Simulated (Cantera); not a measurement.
Gas mixture: 40.6 % N₂, 59.4 % NH₃, at 0.360 Torr, frozen composition.

Cantera's kinetic-theory transport with the Lennard-Jones parameters of GRI-Mech 3.0, ideal gas; thermal conductivity in the mixture-averaged form. Polar gases are described roughly by these parameters. The composition is frozen, though it would react at the higher temperatures.

D: mixture-averaged diffusion coefficient of that species in the mixture.

| T (K) | ρ (kg/m³) | cp (J/kg/K) | μ (µPa s) | λ (mW/m/K) | Pr | D (cm²/s) CO₂ | D (cm²/s) O | D (cm²/s) NO |
|---|---|---|---|---|---|---|---|---|
| 400 | 0.000310 | 1622 | 17.5 | 39.2 | 0.723 | 580 | 1210 | 761 |
| 500 | 0.000248 | 1720 | [?] | [?] | 0.724 | [?] | [?] | [?] |
| 600 | 0.000207 | 1821 | 24.8 | 62.2 | 0.726 | 1230 | 2460 | 1560 |
| 700 | 0.000177 | 1918 | 28.1 | 74.2 | 0.728 | 1620 | 3210 | 2040 |
| 800 | 0.000155 | 2009 | [?] | [?] | 0.730 | [?] | [?] | [?] |
| 900 | 0.000138 | 2095 | 34.4 | 98.6 | 0.732 | 2540 | 4930 | 3150 |
| 1000 | 0.000124 | 2181 | 37.4 | 111 | 0.736 | 3050 | 5890 | 3760 |
| 1100 | 0.000113 | 2254 | 40.2 | 123 | 0.738 | 3600 | 6910 | 4420 |
| 1200 | 0.000103 | 2321 | 43.0 | 135 | 0.739 | 4180 | 8000 | 5120 |

Question: Complete the blanks.

Answer: 
- 500, μ (µPa s): 21.2
- 500, λ (mW/m/K): 50.4
- 500, D (cm²/s) CO₂: 881
- 500, D (cm²/s) O: 1790
- 500, D (cm²/s) NO: 1140
- 800, μ (µPa s): 31.4
- 800, λ (mW/m/K): 86.4
- 800, D (cm²/s) CO₂: 2060
- 800, D (cm²/s) O: 4040
- 800, D (cm²/s) NO: 2570
